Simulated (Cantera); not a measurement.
Input (Python, Cantera) and output of one run.

```python
import numpy as np
import cantera as ct

gas_names = """
    CL CL2 H HCL H2 N NH NH2 NH3 N2 N2H2 N2H4 Si SiCL SiCL2 SiCL3 SiCL4 SiH SiHCL3 SiH2 SiH2CL2 SiH3
    SiH3CL SiH4 SiN Si2 Si2N Si3
""".split()
cond_names = """
    NH4CL(a) NH4CL(b) Si(cr) Si(L) Si3N4(a)
""".split()


def load(file, names, dense=False):
    # The tables refer to 1 bar. Condensed volumes are neglected.
    table = {s.name: s for s in ct.Species.list_from_file(file)}
    out = []
    for n in names:
        d = dict(table[n].input_data)
        d["thermo"] = dict(d["thermo"], **{"reference-pressure": 1e5})
        if dense:
            d["equation-of-state"] = {"model": "constant-volume", "density": "1e6 g/cm^3"}
        out.append(ct.Species.from_dict(d))
    return out


gas = ct.Solution(thermo="ideal-gas", species=load("nasa_gas.yaml", gas_names))
cond = {s.name: ct.Solution(thermo="fixed-stoichiometry", species=[s], name=s.name)
        for s in load("nasa_condensed.yaml", cond_names, dense=True)}
atoms = {
    'SiHCl3': {'Si': 1, 'H': 1, 'CL': 3},
    'NH3': {'N': 1, 'H': 3},
}
top_T = {'Si3N4(a)': 2400}  # K; cautious upper limits of use, not melting points


def equilibrate(T, P, feed):
    n = {}
    for name, mol in feed.items():
        for a, k in atoms[name].items():
            n[a] = n.get(a, 0.0) + k * mol
    gas.TPX = T, P, n
    mass = sum(n.values()) * gas.mean_molecular_weight
    gas.equilibrate("TP")
    valid = [c for c in cond.values() if c.min_temp <= T <= top_T.get(c.name, c.max_temp)]
    mix = ct.Mixture([(gas, mass / gas.mean_molecular_weight)] + [(c, 0.0) for c in valid])
    mix.T, mix.P = T, P
    mix.equilibrate("TP", solver="vcs", rtol=1e-11, max_steps=5000)
    return mix


results = []
feed = {'SiHCl3': 1, 'NH3': 8.4}  # mol
T = 1773  # K
P = 13332.2  # Pa
mix = equilibrate(T, P, feed)
results.append((T, P, feed, dict(zip(mix.species_names, mix.species_moles))))
print(gas.report(threshold=1e-05))
for i in range(1, mix.n_phases):
    print(f"{mix.phase(i).name:16s} {mix.phase_moles(i):12.5e} mol")
```

Output:

```
       temperature   1773 K
          pressure   13332 Pa
           density   0.012368 kg/m^3
  mean mol. weight   13.676 kg/kmol
   phase of matter   gas

                          1 kg             1 kmol
                     ---------------   ---------------
          enthalpy        2.3668e+06        3.2367e+07  J
   internal energy        1.2888e+06        1.7626e+07  J
           entropy             17072        2.3347e+05  J/K
    Gibbs function       -2.7902e+07       -3.8158e+08  J
 heat capacity c_p            2530.7             34610  J/K
 heat capacity c_v            1922.8             26295  J/K

                      mass frac. Y      mole frac. X     chem. pot. / RT
                     ---------------   ---------------   ---------------
                CL        0.00022133        8.5382e-05           -25.586
                 H        4.6413e-05        0.00062969           -10.772
               HCL           0.30722           0.11524           -36.358
                H2          0.096293           0.65321           -21.544
                N2            0.4249           0.20743           -30.129
              SiCL         0.0001362        2.9317e-05           -31.827
             SiCL2           0.16361          0.022604           -57.413
             SiCL3          0.006588        0.00067018           -82.999
             SiCL4        0.00041923        3.3748e-05           -108.59
            SiHCL3        0.00044441        4.4872e-05           -93.771
           SiH2CL2        7.9053e-05        1.0704e-05           -78.957
     [  +17 minor]        3.5809e-05        1.5647e-05

Si(L)             0.00000e+00 mol
Si3N4(a)          1.89609e-01 mol
```

Method: chemical equilibrium by Gibbs-energy minimisation in Cantera with the NASA 1993 tables (ideal gas, pure condensed phases). The tables' values for SiCl3, SiCl are old estimates; treat these amounts as uncertain.
